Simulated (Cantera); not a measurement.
**Silicon etching in halogen gases: Si + HBr + N2**

Input: 1 mol Si, 12 mol HBr, 12 mol N2, at 32000 Pa.

Equilibrium computed with Cantera from the NASA thermochemical tables; the gas is ideal and each condensed phase is pure. Candidate condensed phases: Br2, Si, Si3N4; 28 gas species. N2 is the only nitrogen source here; it is nearly inert below about 1500 K, so the nitride shown seldom forms there in practice. The tables' values for SiBr3 are old estimates; treat these amounts as uncertain. Equilibrium is a limit: real reactors are often held back by kinetics, nucleation or transport.

From 477 °C to 852 °C nothing is condensed. From 927 °C to 1002 °C the condensed part is Si3N4(s). From 1077 °C to 1302 °C nothing is condensed. The main Si-bearing gas is SiBr4 throughout.

```
T (°C)   x N2  x HBr    x H2  x SiBr4   x SiBr2  n Si3N4(s)
------  -----  -----  ------  -------  --------  ----------
477     0.522  0.348  0.0869   0.0435  3.61e-12           0
552     0.522  0.348  0.0869   0.0435  2.21e-10           0
627     0.522  0.348  0.0869   0.0435   6.69e-9           0
702     0.522  0.348  0.0869   0.0434   1.19e-7           0
777     0.522  0.348  0.0869   0.0434   1.38e-6           0
852     0.522  0.348  0.0868   0.0433   1.14e-5           0
927     0.521  0.349  0.0864   0.0429   7.12e-5    0.000989
1002    0.521  0.349  0.0858   0.0420  0.000350     0.00174
1077    0.520  0.350  0.0848   0.0403   0.00139           0
1152    0.518  0.355  0.0816   0.0361   0.00421           0
1227    0.515  0.362  0.0760   0.0291   0.00957           0
1302    0.510  0.370  0.0695   0.0206    0.0167           0
```
x: gas mole fraction; n: condensed amount in mol.
